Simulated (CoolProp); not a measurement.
Model: reference Helmholtz-energy equation of state, Thol 2019, in CoolProp.

### Question
Give the vapour pressure (MPa), vapour density (kg/m³), surface tension (mN/m) of saturated tetradecamethylhexasiloxane (MD4M) at 123.45 °C.

### Answer
```
T (°C)  p (MPa)  vapour density (kg/m³)  surface tension (mN/m)
------  -------  ----------------------  ----------------------
123.45  0.00110                   0.154                    11.7
```

Surface tension comes from a separate correlation (Mulero 2014), older than this fluid's equation and unchecked against measurements.
